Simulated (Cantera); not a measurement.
Input: 1 mol CsOH, 0.035 mol H2O, held at 1475 K.

These are equilibrium values from Cantera (NASA tables, ideal gas, pure condensed phases), not measurements of a reactor. Candidate condensed phases: Cs, CsOH, H2O; 15 gas species. Rates play no part.

x: gas mole fraction; n: condensed amount in mol.

| P (Pa) | x CsOH | x H2O | x Cs | x O2 | x Cs2(OH)2 | x OH | x CsO | n CsOH(l) |
|---|---|---|---|---|---|---|---|---|
| 10 | 0.661 | 0.118 | 0.177 | 0.0441 | 3.07e-7 | 0.000460 | (withheld) | 0 |
| 42 | 0.793 | 0.0813 | 0.100 | 0.0250 | 1.86e-6 | 0.000232 | (withheld) | 0 |
| 180 | 0.877 | 0.0584 | 0.0519 | 0.0129 | 9.72e-6 | 0.000116 | (withheld) | 0 |
| 750 | 0.922 | 0.0458 | 0.0253 | 0.00630 | 4.48e-5 | 6.00e-5 | (withheld) | 0 |
| 3200 | 0.946 | 0.0393 | 0.0115 | 0.00286 | 0.000201 | 3.17e-5 | (withheld) | 0 |
| 13000 | 0.956 | 0.0363 | 0.00516 | 0.00128 | 0.000835 | 1.76e-5 | (withheld) | 0 |
| 56000 | 0.959 | 0.0350 | 0.00218 | 0.000543 | 0.00362 | 9.67e-6 | (withheld) | 0 |
| 240000 | 0.949 | 0.0348 | 0.000907 | 0.000225 | 0.0152 | 5.38e-6 | (withheld) | 0 |
| 1000000 | 0.517 | 0.464 | 7.46e-5 | 3.35e-5 | 0.0188 | 8.54e-6 | (withheld) | 0.958 |

**Question.** What belongs in the gaps?

**Answer.** 
- 10, x CsO: 8.06e-5
- 42, x CsO: 7.05e-5
- 180, x CsO: 5.42e-5
- 750, x CsO: 3.76e-5
- 3200, x CsO: 2.38e-5
- 13000, x CsO: 1.44e-5
- 56000, x CsO: 8.25e-6
- 240000, x CsO: 4.57e-6
- 1000000, x CsO: 2.96e-7
